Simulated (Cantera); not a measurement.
A perfectly stirred reactor is fed with NO : N2 = 1 : 0.63 (molar parts), at 2000 Pa; it is held at 1750 K, and followed from long to short residence time.

Cantera simulation using GRI-Mech 3.0 (53 species, 325 reactions); the numbers are that mechanism's predictions, not measurements. Radical loss at walls, strong at low pressure, is not modelled.

Problem. What does this change do: temperature 1750 to 2150 K?

Solution. 
```tsv
quantity	before	after
x(NO) at τ = 22.0 s	0.556	0.0559
x(N2) at τ = 22.0 s	0.415	0.663
x(O) at τ = 22.0 s	0.000111	0.00724
x(NO2) at τ = 22.0 s	7.74e-5	1.23e-5
x(N2O) at τ = 22.0 s	0.000101	6.84e-7
x(NO) at τ = 38.0 ms	0.613	0.609
x(N2) at τ = 38.0 ms	0.387	0.388
x(O) at τ = 38.0 ms	2.60e-5	0.00105
x(NO2) at τ = 38.0 ms	1.15e-5	1.42e-5
x(N2O) at τ = 38.0 ms	3.22e-5	0.000132
```

Problem. What does this change do: N2 0.63 to 0.088 parts?

Solution. 
```csv
quantity,before,after
x(NO) at τ = 22.0 s,0.556,0.802
x(N2) at τ = 22.0 s,0.415,0.139
x(O) at τ = 22.0 s,0.000111,0.000154
x(NO2) at τ = 22.0 s,7.74e-5,0.000155
x(N2O) at τ = 22.0 s,0.000101,0.000197
x(NO) at τ = 38.0 ms,0.613,0.919
x(N2) at τ = 38.0 ms,0.387,0.0809
x(O) at τ = 38.0 ms,2.60e-5,4.22e-5
x(NO2) at τ = 38.0 ms,1.15e-5,2.49e-5
x(N2O) at τ = 38.0 ms,3.22e-5,7.19e-5
```

Problem. What does this change do: 0.077 parts H2O added?

Solution. 
```csv
quantity,before,after
x(NO) at τ = 22.0 s,0.556,0.529
x(N2) at τ = 22.0 s,0.415,0.397
x(O) at τ = 22.0 s,0.000111,9.74e-5
x(NO2) at τ = 22.0 s,7.74e-5,7.18e-5
x(N2O) at τ = 22.0 s,0.000101,5.70e-5
x(NO) at τ = 38.0 ms,0.613,0.586
x(N2) at τ = 38.0 ms,0.387,0.369
x(O) at τ = 38.0 ms,2.60e-5,4.58e-6
x(NO2) at τ = 38.0 ms,1.15e-5,2.61e-5
x(N2O) at τ = 38.0 ms,3.22e-5,2.73e-5
```
